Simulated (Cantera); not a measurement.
A closed system holds: 1 mol B, 110 mol H₂, 11 mol N₂, at 133 Pa.

These are equilibrium values from Cantera (NASA tables, ideal gas, pure condensed phases), not measurements of a reactor. Candidate condensed phases: B, BN; 15 gas species. N₂ is the only nitrogen source here; it is nearly inert below about 1500 K, so the nitride shown seldom forms there in practice. Rates play no part.

### Question
At 1152 °C, list the 3 most abundant gas species with their mole fractions, and the condensed phases.

### Answer
H₂ 0.913, N₂ 0.0871, H 0.000178. Condensed: BN(s).
